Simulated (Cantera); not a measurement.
**Hydrocarbon pyrolysis for carbon deposition**

An isothermal, constant-pressure homogeneous reactor starts with 33.3 % CH₄, 66.7 % H₂, at 1648 K and 7500 Pa.

Model: GRI-Mech 3.0 (53 species, 325 reactions), integrated in Cantera. GRI-Mech 3.0 stops at C3 and has no aromatics, soot or wall deposition, so with more carbon than oxygen in the feed, carbon stays in small species such as C2H2 where larger ones or solid carbon would form.

```tsv
t (s)	x CH₄	x H₂	x C₂H₂	x CH₃	x C₂H	x CH₂
0.000500	0.333	0.667	1.42e-8	0.000225	<1e-12	6.94e-9
0.000998	0.333	0.667	3.01e-7	0.000434	<1e-12	2.53e-8
0.00199	0.332	0.667	6.53e-6	0.000789	3.34e-12	7.98e-8
0.00398	0.330	0.668	0.000119	0.00124	9.65e-11	1.86e-7
0.00794	0.323	0.672	0.00122	0.00146	1.19e-9	2.57e-7
0.0158	0.308	0.681	0.00578	0.00143	5.77e-9	2.56e-7
0.0316	0.281	0.698	0.0160	0.00132	1.61e-8	2.41e-7
0.0631	0.239	0.724	0.0324	0.00115	3.35e-8	2.18e-7
0.126	0.183	0.760	0.0544	0.000922	5.86e-8	1.85e-7
0.251	0.122	0.798	0.0780	0.000659	8.99e-8	1.46e-7
0.502	0.0701	0.831	0.0979	0.000413	1.23e-7	1.04e-7
1.00	0.0355	0.852	0.111	0.000228	1.52e-7	6.56e-8
2.00	0.0170	0.864	0.118	0.000116	1.71e-7	3.68e-8
```
x: mole fraction; the columns are a selection and need not sum to one.

Equilibrium at this temperature and pressure: CH₄ 0.00425, H₂ 0.872, C₂H₂ 0.123, CH₃ 3.03e-5, C₂H 1.86e-7, CH₂ 1.04e-8 (gas phase only).
